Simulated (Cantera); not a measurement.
# Premixed flame

A freely propagating, adiabatic, planar premixed flame of H₂ : O₂ : N₂ : H₂O = 1 : 0.633 : 2.38 : 0.52 (molar parts), unburnt at 700 K and 7500 Torr; mixture-averaged transport, grid criteria slope 0.08 and curve 0.16, no radiation.

Detailed kinetics in Cantera: the H2/O2 subset of GRI-Mech 3.0, which has no nitrogen chemistry. The hydrogen kinetics of GRI-Mech 3.0 are dated; newer H2 mechanisms differ, most at raised pressure. Burning velocities carry a grid error of a few per cent, more on coarse grids.

```csv
z (mm),T (K),u (m/s),x H₂,x O₂,x H₂O,x HO₂,x O,x H₂O₂
-0.101,700,2.30,0.218,0.140,0.115,2.82e-7,<1e-8,1.32e-7
-0.0675,703,2.29,0.211,0.141,0.117,2.54e-6,<1e-8,1.19e-6
-0.0506,708,2.28,0.203,0.143,0.118,8.84e-6,<1e-8,4.13e-6
-0.0338,734,2.32,0.182,0.145,0.125,6.08e-5,3.59e-8,2.75e-5
-0.0169,920,2.79,0.132,0.141,0.157,0.000761,9.48e-6,0.000264
-0.00844,1220,3.63,0.0934,0.123,0.205,0.00116,0.000192,0.000333
0,1571,4.63,0.0543,0.0915,0.266,0.000649,0.00104,2.86e-5
0.00844,1807,5.32,0.0285,0.0656,0.310,0.000291,0.00182,6.89e-6
0.0169,1939,5.70,0.0163,0.0522,0.332,0.000147,0.00197,4.71e-6
0.0338,2061,6.04,0.00794,0.0434,0.348,5.98e-5,0.00143,2.94e-6
0.0675,2138,6.25,0.00341,0.0402,0.358,2.19e-5,0.000663,1.70e-6
0.135,2172,6.34,0.00132,0.0393,0.363,8.95e-6,0.000281,1.01e-6
0.270,2182,6.36,0.000697,0.0392,0.364,5.82e-6,0.000170,7.78e-7
```
x: mole fraction of selected species; z is measured from the peak of heat release.

```yaml
laminar_burning_velocity: 230 cm/s
thermal_thickness: 0.0338 mm
peak x(HO₂): 0.00119
peak x(O): 0.00198
peak x(H₂O₂): 0.000377
grid_points: 108
```
